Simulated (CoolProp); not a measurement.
Carbonyl sulfide along the isobar 49.4 bar: density (kg/m³) from the reference equation and from simpler models built on Tc = 378.8 K, pc = 63.69 bar, ω = 0.098; each cubic takes its own stable root.

Model: reference Helmholtz-energy equation of state, Lemmon 2006, in CoolProp. It is a short technical equation, of lower accuracy than the large ones.

```
T (K)   phase  reference
-----  ------  ---------
221.7  liquid       1184
229.6  liquid       1168
237.5  liquid       1151
245.4  liquid       1134
253.3  liquid       1116
261.2  liquid       1098
269.1  liquid       1080
277    liquid       1060
284.9  liquid       1040
292.8  liquid       1020
300.7  liquid      997.7
308.6  liquid      974.6
316.5  liquid      950.0
324.4  liquid      923.5
332.3  liquid      894.5
```

**Question.** How far does each simpler model (van der Waals, Redlich-Kwong, Soave-Redlich-Kwong) lie from the reference over these 15 states: mean and median of the absolute difference, and the worst?

**Answer.** 
- van der Waals: mean 34.9 %, median 34.8 %, worst -35.1 % at 221.7 K and 49.4 bar
- Redlich-Kwong: mean 7.2 %, median 6.7 %, worst -11.2 % at 332.3 K and 49.4 bar
- Soave-Redlich-Kwong: mean 6.4 %, median 5.8 %, worst -9.8 % at 332.3 K and 49.4 bar
